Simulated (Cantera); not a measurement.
Input: 1 mol Si, 0.041 mol N2O, 8.6 mol N2, equilibrated at 0.510 bar.

Equilibrium computed with Cantera from the NASA thermochemical tables; the gas is ideal and each condensed phase is pure. Candidate condensed phases: Si, SiO2, Si2N2O, Si3N4; 16 gas species. Mutual solubility and eutectic melting of coexisting phases are not modelled. Kinetics and transport are ignored.

Task: Which condensed phases are stable at each of these points (T (K)): 1173, 1323, 1473, 1623, 1773, 1923, 2073?

Result: 
```
T (K)      condensed phases  Si condensed (%)
-----  --------------------  ----------------
1173   Si2N2O(s) + Si3N4(s)             100.0
1323   Si2N2O(s) + Si3N4(s)             100.0
1473   Si2N2O(s) + Si3N4(s)             100.0
1623   Si2N2O(s) + Si3N4(s)             100.0
1773   Si2N2O(s) + Si3N4(s)              99.9
1923   Si2N2O(s) + Si3N4(s)              98.5
2073               Si3N4(s)              95.7
```

From 1173 K to 1923 K the condensed part is Si2N2O(s) + Si3N4(s). At 2073 K the condensed part is Si3N4(s).
